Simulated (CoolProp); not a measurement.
Values from CoolProp's reference Helmholtz-energy equation of state, Gao 2016.

Give the vapour pressure (MPa), liquid density (kg/m³), vapour density (kg/m³), enthalpy of vaporisation (kJ/kg) of saturated sulfur dioxide at 331.7 K.


| T (K) | p (MPa) | liquid density (kg/m³) | vapour density (kg/m³) | enthalpy of vaporisation (kJ/kg) |
|---|---|---|---|---|
| 331.7 | 1.06 | 1270 | 28.5 | 319 |
